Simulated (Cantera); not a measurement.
A perfectly stirred reactor is fed with 1.38 % CH4, 1.65 % C2H6, 0.427 % C3H8, 11.4 % O2, 85.2 % N2, equivalence ratio 0.94, at 6.90 bar; it is adiabatic with a 575 K inlet, and is followed from long to short residence time, starting on the burning branch (τ in s: 0.098, 0.051, 0.027, 0.014, 0.0074, 0.0039, 0.002, 0.0011, 0.00056, 0.00029, 0.00015, 8e-05, 4.2e-05).

Model: GRI-Mech 3.0 (53 species, 325 reactions), integrated in Cantera.

x: mole fraction; the columns are a selection and need not sum to one.

```json
[
 {"τ (s)": "0.098", "T (K)": "1774", "x CH4": "1.99e-6", "x C2H6": "3.73e-7", "x C3H8": "8.74e-8", "x H": "8.20e-6", "x CH2CO": "5.45e-7", "x H2": "0.000138", "x NO": "2.45e-5"},
 {"τ (s)": "0.051", "T (K)": "1771", "x CH4": "2.99e-6", "x C2H6": "6.13e-7", "x C3H8": "1.48e-7", "x H": "1.41e-5", "x CH2CO": "8.82e-7", "x H2": "0.000199", "x NO": "2.53e-5"},
 {"τ (s)": "0.027", "T (K)": "1768", "x CH4": "(withheld)", "x C2H6": "(withheld)", "x C3H8": "(withheld)", "x H": "(withheld)", "x CH2CO": "(withheld)", "x H2": "(withheld)", "x NO": "2.65e-5"},
 {"τ (s)": "0.014", "T (K)": "1763", "x CH4": "6.93e-6", "x C2H6": "1.60e-6", "x C3H8": "4.01e-7", "x H": "4.09e-5", "x CH2CO": "2.15e-6", "x H2": "0.000407", "x NO": "2.78e-5"},
 {"τ (s)": "0.0074", "T (K)": "1757", "x CH4": "1.08e-5", "x C2H6": "2.56e-6", "x C3H8": "6.43e-7", "x H": "6.78e-5", "x CH2CO": "3.24e-6", "x H2": "0.000571", "x NO": "2.91e-5"},
 {"τ (s)": "0.0039", "T (K)": "1748", "x CH4": "1.71e-5", "x C2H6": "4.10e-6", "x C3H8": "1.03e-6", "x H": "0.000110", "x CH2CO": "4.85e-6", "x H2": "0.000787", "x NO": "3.04e-5"},
 {"τ (s)": "0.0020", "T (K)": "1736", "x CH4": "2.89e-5", "x C2H6": "6.76e-6", "x C3H8": "1.67e-6", "x H": "0.000176", "x CH2CO": "7.37e-6", "x H2": "0.00108", "x NO": "3.11e-5"},
 {"τ (s)": "0.0011", "T (K)": "1720", "x CH4": "4.82e-5", "x C2H6": "1.09e-5", "x C3H8": "2.63e-6", "x H": "0.000255", "x CH2CO": "1.09e-5", "x H2": "0.00141", "x NO": "3.04e-5"},
 {"τ (s)": "0.00056", "T (K)": "1695", "x CH4": "(withheld)", "x C2H6": "(withheld)", "x C3H8": "(withheld)", "x H": "(withheld)", "x CH2CO": "(withheld)", "x H2": "(withheld)", "x NO": "(withheld)"},
 {"τ (s)": "0.00029", "T (K)": "1645", "x CH4": "0.000246", "x C2H6": "4.60e-5", "x C3H8": "1.04e-5", "x H": "0.000408", "x CH2CO": "3.89e-5", "x H2": "0.00254", "x NO": "1.51e-5"},
 {"τ (s)": "0.00015", "T (K)": "575", "x CH4": "0.0138", "x C2H6": "0.0165", "x C3H8": "0.00427", "x H": "<1e-12", "x CH2CO": "<1e-12", "x H2": "<1e-12", "x NO": "<1e-12"},
 {"τ (s)": "8.0e-5", "T (K)": "575", "x CH4": "0.0138", "x C2H6": "0.0165", "x C3H8": "0.00427", "x H": "<1e-12", "x CH2CO": "<1e-12", "x H2": "<1e-12", "x NO": "<1e-12"},
 {"τ (s)": "4.2e-5", "T (K)": "575", "x CH4": "0.0138", "x C2H6": "0.0165", "x C3H8": "0.00427", "x H": "<1e-12", "x CH2CO": "<1e-12", "x H2": "<1e-12", "x NO": "<1e-12"}
]
```

Complete the blanks.


- 0.027, x CH4: 4.49e-6
- 0.027, x C2H6: 9.87e-7
- 0.027, x C3H8: 2.44e-7
- 0.027, x H: 2.39e-5
- 0.027, x CH2CO: 1.38e-6
- 0.027, x H2: 0.000284
- 0.00056, x CH4: 9.41e-5
- 0.00056, x C2H6: 1.98e-5
- 0.00056, x C3H8: 4.64e-6
- 0.00056, x H: 0.000361
- 0.00056, x CH2CO: 1.80e-5
- 0.00056, x H2: 0.00187
- 0.00056, x NO: 2.64e-5
